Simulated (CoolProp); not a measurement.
A closed Brayton cycle with nitrogen: compressor inlet 317.15 K and 7 MPa, high pressure 12.8 MPa, turbine inlet 800 K, compressor efficiency 0.89, turbine efficiency 0.93, recuperator effectiveness 0 (on enthalpy, no pinch check). Each further row changes one setting.

Model: reference Helmholtz-energy equation of state, Span 2000, in CoolProp.

```
case                           thermal efficiency (%)  net work (kJ/kg)  compressor to turbine work  compressor exit (K)  turbine exit (K)
-----------------------------  ----------------------  ----------------  --------------------------  -------------------  ----------------
as stated                                        12.1              56.4                        0.56                385.4             688.6
turbine inlet 750 K                              11.9              48.4                        0.60                385.4             644.4
compressor inlet 327.15 K                        12.0              54.0                        0.58                397.5             688.6
high pressure 10.9 MPa                            9.2              44.6                        0.53                366.0             716.8
recuperator effectiveness 0.5                    18.9              56.4                        0.56                385.4             688.6
```
